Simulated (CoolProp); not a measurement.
The fluid at 293.15 K and 0.217 MPa expands adiabatically to 0.0272 MPa with isentropic efficiency 0.9. The same conditions are run with several fluids, on thermodynamics alone (safety and materials aside).

Values from CoolProp's reference Helmholtz-energy equation of state of each fluid (C3F8 (R218): Lemmon 2006; carbonyl sulfide: Lemmon 2006; CH2F2 (R32): Tillner-Roth 1997; R13: Platzer 1990). The equations of Platzer and Polt are older, rougher fits.

Task: Rank C3F8 (R218), carbonyl sulfide, CH2F2 (R32), R13 by work (kJ/kg), highest first.

Result: CH2F2 (R32) (69.6), carbonyl sulfide (60.2), R13 (37.6), C3F8 (R218) (22.2)

| fluid | final temperature (K) | final phase | final density (kg/m³) |
|---|---|---|---|
| C3F8 (R218) | 261.1 | gas | 2.38 |
| carbonyl sulfide | 198.2 | two-phase, vapour fraction 0.995 | 1.01 |
| CH2F2 (R32) | 198.7 | two-phase, vapour fraction 0.999 | 0.873 |
| R13 | 227.6 | gas | 1.51 |
